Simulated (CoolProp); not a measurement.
Vapour-liquid equilibrium of R114 (1) + n-pentane (2) at 3.48 bar; x and y are mole fractions of (1).

The numbers come from the multi-fluid Helmholtz-energy mixture model, Platzer 1990 and Thol 2019; pair parameters Bell 2016 in CoolProp. This equation is an older, rougher fit; its heat capacities, sound speeds and derivatives of the liquid may be far off and weren't checked against measurements.

| x | bubble temperature, mixture model (K) | bubble temperature, Raoult's law (K) | y, mixture model | y, Raoult's law |
|---|---|---|---|---|
| 0.05 | 346.1 | 348.0 | 0.149 | 0.119 |
| 0.15 | 338.4 | 342.7 | 0.365 | 0.316 |
| 0.25 | 332.7 | 338.0 | 0.508 | 0.469 |
| 0.35 | 328.3 | 333.8 | 0.610 | 0.592 |
| 0.45 | 325.0 | 330.0 | 0.687 | 0.691 |
| 0.55 | 322.2 | 326.5 | 0.750 | 0.772 |
| 0.65 | 320.0 | 323.3 | 0.806 | 0.839 |
| 0.75 | 318.0 | 320.4 | 0.858 | 0.895 |
| 0.85 | 316.3 | 317.8 | 0.911 | 0.942 |
| 0.95 | 314.8 | 315.3 | 0.968 | 0.982 |

The largest gap from Raoult's law is -5.5 K in bubble temperature, at x = 0.35. No azeotrope shows between x = 0.05 and 0.95.

The pair parameters rest on a limited set of measurements; away from them the model extrapolates.
